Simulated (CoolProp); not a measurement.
Values from CoolProp's reference Helmholtz-energy equation of state, Span 2003. It is a short technical equation, of lower accuracy than the large ones.

For n-heptane, give the phase and the density (kg/m³), cp (kJ/(kg K)), expansivity (1/kK), viscosity (µPa s) at 334 K and 56.2 bar; 385.8 K and 56.2 bar.


- 334 K and 56.2 bar: liquid; density 655, cp 2.37, expansivity 1.27, viscosity 292
- 385.8 K and 56.2 bar: liquid; density 611, cp 2.60, expansivity 1.48, viscosity 192

Viscosity comes from a separate model (Michailidou 2014).
